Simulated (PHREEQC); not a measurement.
# Acid mine or pickling water: speciation

A made-up water analysis in mg/L, 25 °C, pH 2.51, pe 12.4:

```
constituent                 mg/L
-----------------------  -------
Na                           164
K                        0.00194
Ca                          57.2
Mg                          4.92
Cl                           134
S(6) as SO4                  904
Zn                          11.1
O(0) (dissolved oxygen)   0.0945
```

Valence states are taken as typed.

Model: ion-association model, wateq4f.dat, run in PHREEQC.

Precipitation was switched off in this run.

Task: What ionic strength does the model give?

Result: ionic strength 0.0249 mol/kgw.

Task: In which forms is S present?

Result: SO4-2 77 %, HSO4- 15 %, CaSO4 4.7 %, NaSO4- 1.5 %, MgSO4 0.7 %, ZnSO4 0.6 % of the S.

Complexes and solids missing from the database can't appear.
